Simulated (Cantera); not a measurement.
# Equilibrium for iron carbonyl, mercury and lead vapours: Pb + H2 + N2

Charge: 1 mol Pb, 0.96 mol H2, 35 mol N2, held at 1.33 mbar.

Method: chemical equilibrium by Gibbs-energy minimisation in Cantera with the NASA 1993 tables (ideal gas, pure condensed phases). Candidate condensed phases: Pb; 11 gas species. Equilibrium is a limit: real reactors are often held back by kinetics, nucleation or transport.

From 673 K to 973 K the condensed part is Pb(l). From 1073 K to 1473 K nothing is condensed. The main Pb-bearing gas is Pb throughout.

| T (K) | log p N2 | log p Pb | log p H2 | log p H | log p Pb2 | log p NH3 | n Pb(l) |
|---|---|---|---|---|---|---|---|
| 673 | -2.89 | -9.51 | -4.45 | <-14 | <-14 | -9.99 | 1.000 |
| 773 | -2.89 | -7.64 | -4.45 | -14.27 | <-14 | -10.52 | 0.999 |
| 873 | -2.89 | -6.20 | -4.45 | -12.55 | -12.65 | -10.94 | 0.983 |
| 973 | -2.89 | -5.06 | -4.45 | -11.19 | -10.74 | -11.28 | 0.762 |
| 1073 | -2.90 | -4.44 | -4.46 | -10.08 | -9.81 | -11.57 | 0 |
| 1173 | -2.90 | -4.44 | -4.46 | -9.16 | -10.06 | -11.80 | 0 |
| 1273 | -2.90 | -4.44 | -4.46 | -8.38 | -10.27 | -12.00 | 0 |
| 1373 | -2.90 | -4.44 | -4.46 | -7.71 | -10.46 | -12.17 | 0 |
| 1473 | -2.90 | -4.44 | -4.46 | -7.13 | -10.61 | -12.31 | 0 |
log p: log10 of the partial pressure in bar; n: condensed amount in mol.
